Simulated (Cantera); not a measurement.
**Ignition delay**

Mixture: CH₃OH : O₂ : N₂ = 0.32 : 1.07 : 4.03 (molar parts), equivalence ratio 0.45, at 0.820 bar, adiabatic and at constant pressure. Ignition delay is the time to a rise of 400 K.

Computed with Cantera and GRI-Mech 3.0 (53 species, 325 reactions). GRI-Mech 3.0 was tuned for natural gas; its chemistry of methanol as a main component is partial and can be far from experiment. Where the delays flatten at high temperature, the 400 K rule measures the pace of heat release, not the induction time.

```tsv
T0 (K)	delay (ms)
1200	13.7
1300	3.15
1400	0.961
1500	0.367
1600	0.167
1700	0.0911
1800	0.0601
1900	0.0488
2000	0.0486
```
